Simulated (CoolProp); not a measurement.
Vapour-liquid equilibrium of R22 (1) + R114 (2) at 8.92 bar; x and y are mole fractions of (1).

Values from CoolProp's multi-fluid Helmholtz-energy mixture model, Kamei 1995 and Platzer 1990; pair parameters Bell 2016. This equation is an older, rougher fit; its heat capacities, sound speeds and derivatives of the liquid may be far off and weren't checked against measurements.

Give the bubble temperature and the first vapour's composition at x = 0.05, 0.2, 0.65. Is there an azeotrope?

x = 0.05: 343.3 K, y = 0.176; x = 0.2: 326.4 K, y = 0.499; x = 0.65: 303.1 K, y = 0.851. No azeotrope shows between x = 0.05 and 0.95.

The pair parameters rest on a limited set of measurements; away from them the model extrapolates.
